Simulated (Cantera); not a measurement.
An isothermal, constant-pressure homogeneous reactor starts with CH4 : H2 : CO2 = 0.044 : 1 : 0.0072 (molar parts), at 2150 K and 0.0454 atm.

Computed with Cantera and GRI-Mech 3.0 (53 species, 325 reactions). GRI-Mech 3.0 stops at C3 and has no aromatics, soot or wall deposition, so with more carbon than oxygen in the feed, carbon stays in small species such as C2H2 where larger ones or solid carbon would form. Radical loss at walls, strong at low pressure, is not modelled.

x: mole fraction; the columns are a selection and need not sum to one.

```
t (s)        x CH4   x H2     x CO2    x C2H2     x H2O    x C2H4
--------  --------  -----  --------  --------  --------  --------
6.00e-6     0.0418  0.951   0.00685  1.34e-12   8.08e-8  3.28e-10
2.27e-5     0.0417  0.951   0.00685  5.27e-10   1.30e-6       ___
8.62e-5     0.0413  0.951   0.00683   1.63e-7   1.94e-5       ___
0.000327    0.0395  0.949   0.00656   4.26e-5  0.000274       ___
0.00124     0.0302  0.945   0.00396   0.00293   0.00276       ___
0.00469     0.0102  0.950  0.000142    0.0137   0.00618       ___
0.0178     0.00173  0.952   8.49e-6    0.0183   0.00544       ___
0.0674    0.000568  0.951   6.18e-6    0.0177   0.00300       ___
0.256     0.000180  0.951   7.17e-7    0.0165  0.000274   2.30e-6
0.969      3.70e-5  0.951  1.09e-10    0.0165   4.09e-8   2.22e-6
3.67       3.63e-5  0.951  3.34e-11    0.0165   1.25e-8   2.22e-6
13.9       3.63e-5  0.951  3.34e-11    0.0165   1.25e-8   2.22e-6
52.8       3.63e-5  0.951  3.34e-11    0.0165   1.25e-8   2.22e-6
200        3.63e-5  0.951  3.34e-11    0.0165   1.25e-8   2.22e-6
```

### Question
Fill in the missing entries.

### Answer

- 2.27e-5, x C2H4: 3.06e-8
- 8.62e-5, x C2H4: 1.88e-6
- 0.000327, x C2H4: 6.42e-5
- 0.00124, x C2H4: 0.000262
- 0.00469, x C2H4: 5.61e-5
- 0.0178, x C2H4: 5.49e-6
- 0.0674, x C2H4: 2.93e-6
